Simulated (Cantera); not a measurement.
A perfectly stirred reactor is fed with 54.3 % NH3, 45.7 % N2, at 825 Torr; it is held at 2400 K, and followed from long to short residence time.

Computed with Cantera and the gas-phase N/H chemistry of the illustrative SiF4/NH3 mechanism in the Surface Chemkin manual (1991). Walls and surfaces, which speed up NH3 decomposition in real reactors, are not modelled.

Problem. Predict: x(NH3) at τ = 1.10 s; x(N2H2) at τ = 1.10 s; x(H) at τ = 1.10 s; x(NH) at τ = 1.10 s; x(NH3) at τ = 55.0 ms; x(N2H2) at τ = 55.0 ms; x(H) at τ = 55.0 ms; x(NH) at τ = 55.0 ms; x(N2H4) at τ = 55.0 ms.

Solution. 
| Property | Value |
|---|---|
| x(NH3) at τ = 1.10 s | 0.000371 |
| x(N2H2) at τ = 1.10 s | 3.62e-9 |
| x(H) at τ = 1.10 s | 0.0106 |
| x(NH) at τ = 1.10 s | 9.67e-6 |
| x(NH3) at τ = 55.0 ms | 0.00514 |
| x(N2H2) at τ = 55.0 ms | 1.12e-7 |
| x(H) at τ = 55.0 ms | 0.00559 |
| x(NH) at τ = 55.0 ms | 3.68e-5 |
| x(N2H4) at τ = 55.0 ms | 1.11e-9 |
